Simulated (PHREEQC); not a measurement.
Solution (25 °C): 0.23 mol/kgw HF, 0.00032 mol/kgw NH4HF2 and 0.0017 mol/kgw H2SiF6. Closed to the air; pH follows from the charge balance.

Model: ion-association model, phreeqc.dat, run in PHREEQC.

Each row changes one thing in this solution. Precipitation was switched off in this run.

| case | pH | ionic strength (mol/kgw) | HF (mol/kgw) | F- (mol/kgw) | HF2- (mol/kgw) | SI of Quartz (SiO2) |
|---|---|---|---|---|---|---|
| as made | 1.76 | 0.0216 | 0.207 | 0.00923 | 0.00732 | -9.58 |
| temperature from 25 to 15 °C | 1.73 | 0.0229 | [?] | 0.0103 | 0.00744 | -10.24 |
| HF from 0.23 to 0.046 mol/kgw | 2.14 | 0.00997 | 0.0411 | 0.00420 | 0.000663 | -6.06 |
| temperature from 25 to 60 °C | 1.87 | 0.0172 | 0.213 | 0.00624 | 0.00583 | [?] |
| NH4HF2 from 0.00032 to 0.0016 mol/kgw | 1.77 | 0.0224 | 0.208 | 0.00960 | 0.00767 | -9.63 |
| NH4HF2 from 0.00032 to 0.000352 mol/kgw | 1.76 | 0.0217 | 0.207 | 0.00924 | 0.00733 | -9.58 |

What belongs in the gaps?


- temperature from 25 to 15 °C, HF (mol/kgw): 0.205
- temperature from 25 to 60 °C, SI of Quartz (SiO2): -7.33

At this temperature some constants are extrapolated from 25 °C, and those without enthalpy data are left unchanged. SiF6-2 is the database's only silicon fluoride.
